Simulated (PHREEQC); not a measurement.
Solution (25 °C): 0.03 mol/kgw H2SiF6. Closed to the air; pH follows from the charge balance.

Computed with PHREEQC (ion-association model, phreeqc.dat).

```
Property                  Result
----------------  --------------
pH                          1.32
ionic strength    0.0865 mol/kgw
density              1.000 g/cm³
total alkalinity     -180 meq/kg
```

```json
[
 {"species": "H+", "molality": "0.0577", "activity": "0.0480", "log γ": "-0.080"},
 {"species": "SiF6-2", "molality": "0.0288", "activity": "0.0113", "log γ": "-0.405"},
 {"species": "HF", "molality": "0.00719", "activity": "0.00734", "log γ": "0.009"},
 {"species": "H4SiO4", "molality": "0.00122", "activity": "0.00125", "log γ": "0.009"},
 {"species": "F-", "molality": "0.000132", "activity": "0.000102", "log γ": "-0.112"},
 {"species": "HF2-", "molality": "3.64e-6", "activity": "2.87e-6", "log γ": "-0.103"}
]
```

This is a speciation only: nothing precipitates in the calculation. Saturation is exceeded, for instance for Quartz (slow to form), Chalcedony (slow to form); the values hold only as long as no solid forms. SiF6-2 is the database's only silicon fluoride.
